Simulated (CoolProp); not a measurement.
Vapour-liquid equilibrium of p-xylene (1) + n-undecane (2) at 3.31 bar; x and y are mole fractions of (1).

Model: multi-fluid Helmholtz-energy mixture model, Zhou 2012 and Aleksandrov 2011; pair parameters Bell 2016, in CoolProp.

**Question.** Give the bubble temperature and the first vapour's composition at x = 0.05, 0.275, 0.875. Is there an azeotrope?

**Answer.** x = 0.05: 519.8 K, y = 0.112; x = 0.275: 502.1 K, y = 0.502; x = 0.875: 467.3 K, y = 0.960. No azeotrope shows between x = 0.05 and 0.95.

Pair parameters are fitted to limited data, so mixtures are less certain than the pure fluids.
